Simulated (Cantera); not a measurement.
Input: 1 mol SiH₂Cl₂, 1.4 mol C₂H₄, 33 mol H₂, equilibrated at 2450 K and 0.00280 bar.

Equilibrium computed with Cantera from the NASA thermochemical tables; the gas is ideal and each condensed phase is pure. Candidate condensed phases: C, C₆H₆, C₇H₈, C₈H₁₈, Si, SiC; 109 gas species. The tables' values for SiCl are old estimates; treat these amounts as uncertain. Kinetics and transport are ignored.

Base state: H₂ 0.628, H 0.301, HCl 0.0323, Si 0.0172, Cl 0.0110, C₂H₂ (acetylene) 0.00548, SiC₂ 0.00384, SiH 0.000206 (mole fractions); condensed: C(graphite).

**Question.** What changes in the equilibrium state with this change: C₂H₄ from 1.4 to 0.17 mol?

**Answer.** 
| species | before | after |
|---|---|---|
| H₂ | 0.628 | 0.628 |
| H | 0.301 | 0.301 |
| HCl | 0.0323 | 0.0344 |
| Si | 0.0172 | 0.0207 |
| C₂H₂ (acetylene) | 0.00548 | 0.00204 |
| Cl | 0.0110 | 0.0117 |
| C₄H₂ | 1.97e-5 | 2.74e-6 |
| C₃ | 8.02e-5 | 1.83e-5 |
| C(graphite), mol | 1.90 | 0 |
